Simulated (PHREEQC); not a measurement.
Dissolve 0.33 mol/kgw NaBr at 65 °C. Closed to the air; pH follows from the charge balance.

The numbers come from PHREEQC with the ion-association model, phreeqc.dat.

```csv
quantity,before,after
pH,6.42,4.37
ionic strength (mol/kgw),0.330,0.332
```

Q: Name the change that produced these shifts.
A) temperature from 65 to 15 °C
B) NaBr from 0.33 to 0.66 mol/kgw
C) temperature from 65 to 35 °C
D) NaBr replaced by NaH2PO4 at the same molality

A: D, NaBr replaced by NaH2PO4 at the same molality

This is a speciation only: nothing precipitates in the calculation. At this temperature some constants are extrapolated from 25 °C, and those without enthalpy data are left unchanged.
